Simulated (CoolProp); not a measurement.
Vapour-liquid equilibrium of CF4 (R14) (1) + R13 (2) at -132.75 °C; x and y are mole fractions of (1).

Computed with CoolProp (multi-fluid Helmholtz-energy mixture model, Platzer 1990 and Platzer 1990; pair parameters Bell 2016). This equation is an older, rougher fit; its heat capacities, sound speeds and derivatives of the liquid may be far off and weren't checked against measurements.

```tsv
x	bubble pressure, mixture model (kPa)	bubble pressure, Raoult's law (kPa)	y, mixture model	y, Raoult's law
0.05	7.953	5.474	0.762	0.656
0.2	22.40	15.96	___	0.901
0.35	___	26.44	0.957	0.951
0.5	42.54	36.92	0.972	0.973
0.65	___	47.40	0.982	0.985
0.8	___	57.88	0.990	0.993
0.95	___	68.37	0.997	0.999
```

Problem. Fill in the missing entries.

Solution. 
- 0.2, y, mixture model: 0.926
- 0.35, bubble pressure, mixture model (kPa): 33.41
- 0.65, bubble pressure, mixture model (kPa): 50.86
- 0.8, bubble pressure, mixture model (kPa): 59.24
- 0.95, bubble pressure, mixture model (kPa): 68.46

The largest gap from Raoult's law is +45.3 % in bubble pressure, at x = 0.05. No azeotrope shows between x = 0.05 and 0.95.

The pair parameters rest on a limited set of measurements; away from them the model extrapolates.
